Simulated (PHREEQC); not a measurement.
1 kg of water holding 0.093 mol KCl and 0.024 mol Na2B4O7 is evaporated at 20 °C; the solids stay in contact with the brine. No CO2 enters from the air. The run lets Halite, Sylvite, Borax, Boric_acid,s, KB5O8:4H2O, K2B4O7:4H2O, NaBO2:4H2O, NaB5O8:5H2O, Teepleite precipitate or redissolve, and no other solid.

Equilibrium calculation in PHREEQC: Pitzer model, pitzer.dat.

```csv
water left (kg),ionic strength,water activity,Sylvite (mol),Borax (mol)
1,0.142,0.995,0,0
0.822,0.174,0.994,0,0
0.6757,0.213,…,0,0
0.4568,0.320,0.989,0,0
0.3756,0.392,0.987,0,0
0.309,0.481,0.985,0,0
0.2542,0.590,0.982,0,0
0.1722,0.886,0.975,0,0
0.1418,1.08,0.971,0,0
0.1169,…,0.965,0,0
0.09633,1.62,0.958,0,0
0.06502,2.24,0.942,0,0.00438
0.05334,2.62,0.932,0,0.00662
0.04371,3.09,0.918,0,…
0.03581,3.65,0.902,0,0.0102
0.0293,4.34,0.881,0,0.0115
0.01956,5.75,0.827,0,0.0126
0.01578,5.77,0.827,0.0177,0.0148
0.01266,5.77,0.827,0.0326,0.0166
0.0101,5.77,0.827,0.0448,0.0181
0.006267,5.77,0.827,0.0631,0.0203
0.004833,5.77,0.827,0.0699,0.0212
0.00367,5.77,0.827,0.0755,0.0219
```

Some entries are withheld; supply them.


- 0.6757, water activity: 0.992
- 0.1169, ionic strength: 1.33
- 0.04371, Borax (mol): 0.00853

Complexes and solids missing from the database can't appear.
